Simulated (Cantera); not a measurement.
Feed: 1 mol Al, 1.3 mol NH3, 110 mol H2, equilibrated at 0.780 bar.

Method: chemical equilibrium by Gibbs-energy minimisation in Cantera with the NASA 1993 tables (ideal gas, pure condensed phases). Candidate condensed phases: Al, AlN; 13 gas species. Kinetics and transport are ignored. All values below are at 2198 K.

Base state: H2 0.979, Al 0.00753, H 0.00624, N2 0.00571, AlH 0.00124 (mole fractions); condensed: gas only.

What changes in the equilibrium state with this change: NH3 from 1.3 to 0.28 mol?


| species | before | after |
|---|---|---|
| H2 | 0.979 | 0.984 |
| Al | 0.00753 | 0.00767 |
| H | 0.00624 | 0.00625 |
| N2 | 0.00571 | 0.00125 |
| AlH | 0.00124 | 0.00126 |

What changes in the equilibrium state with this change: pressure from 0.780 bar to 1.33 mbar?


| species | before | after |
|---|---|---|
| H2 | 0.979 | 0.846 |
| H | 0.00624 | 0.140 |
| Al | 0.00753 | 0.00813 |
| AlH | 0.00124 | 5.15e-5 |
| N2 | 0.00571 | 0.00532 |
